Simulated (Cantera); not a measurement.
What does this Cantera script print?

```python
import numpy as np
import cantera as ct

gas_names = [...]  # 115 gases of nasa_gas.yaml made of C, Ca, H, O
cond_names = """
    C(gr) C6H6(L) C7H8(L) C8H18(L),n-octa Ca(a) Ca(b) Ca(L) CaCO3(caL) CaO(s) CaO(L) CaO2H2(s) H2O(s)
    H2O(L)
""".split()


# ... load() reads the species with a 1 bar reference pressure and builds the phases ...
atoms = {
    'CaCO3': {'Ca': 1, 'C': 1, 'O': 3},
    'O2': {'O': 2},
    'H2O': {'H': 2, 'O': 1},
}
top_T = {'C(gr)': 4500}  # K; cautious upper limits of use, not melting points


# ... equilibrate(T, P, feed) seeds the gas with the atoms and calls Mixture.equilibrate('TP', solver="vcs", rtol=1e-11, max_steps=5000) ...
results = []
feed = {'CaCO3': 1, 'O2': 9.4, 'H2O': 0.35}  # mol
P = 1333.22  # Pa
for T in [773, 923, 1073, 1223, 1373, 1523, 1673, 1823, 1973]:
    mix = equilibrate(T, P, feed)
    results.append((T, P, feed, dict(zip(mix.species_names, mix.species_moles))))
    x = sorted(zip(gas.X, gas.species_names), reverse=True)
    print(f"T = {T:g} K  P = {P:g} Pa  gas = {mix.phase_moles(0):.4g} mol")
    print("   x: " + "  ".join(f"{s} {v:.3e}" for v, s in x if v > 0.001))
    print("   condensed (mol): " + ("  ".join(f"{mix.phase(i).name} {mix.phase_moles(i):.4g}"
          for i in range(1, mix.n_phases) if mix.phase_moles(i) > 1e-12) or "none"))
```

Output:

```
T = 773 K  P = 1333.22 Pa  gas = 9.842 mol
   x: O2 9.550e-01  H2O 3.556e-02  CO2 9.390e-03
   condensed (mol): CaCO3(caL) 0.9076  CaO(s) 0.09242
T = 923 K  P = 1333.22 Pa  gas = 10.75 mol
   x: O2 8.744e-01  CO2 9.302e-02  H2O 3.256e-02
   condensed (mol): CaO(s) 1
T = 1073 K  P = 1333.22 Pa  gas = 10.75 mol
   x: O2 8.744e-01  CO2 9.302e-02  H2O 3.256e-02
   condensed (mol): CaO(s) 1
T = 1223 K  P = 1333.22 Pa  gas = 10.75 mol
   x: O2 8.744e-01  CO2 9.302e-02  H2O 3.255e-02
   condensed (mol): CaO(s) 1
T = 1373 K  P = 1333.22 Pa  gas = 10.75 mol
   x: O2 8.744e-01  CO2 9.302e-02  H2O 3.253e-02
   condensed (mol): CaO(s) 1
T = 1523 K  P = 1333.22 Pa  gas = 10.75 mol
   x: O2 8.743e-01  CO2 9.301e-02  H2O 3.244e-02
   condensed (mol): CaO(s) 1
T = 1673 K  P = 1333.22 Pa  gas = 10.75 mol
   x: O2 8.738e-01  CO2 9.295e-02  H2O 3.218e-02
   condensed (mol): CaO(s) 1
T = 1823 K  P = 1333.22 Pa  gas = 10.76 mol
   x: O2 8.724e-01  CO2 9.269e-02  H2O 3.156e-02  OH 1.867e-03  O 1.220e-03
   condensed (mol): CaO(s) 1
T = 1973 K  P = 1333.22 Pa  gas = 10.79 mol
   x: O2 8.684e-01  CO2 9.177e-02  H2O 3.025e-02  O 4.377e-03  OH 4.132e-03
   condensed (mol): CaO(s) 1
```

These are equilibrium values from Cantera (NASA tables, ideal gas, pure condensed phases), not measurements of a reactor.
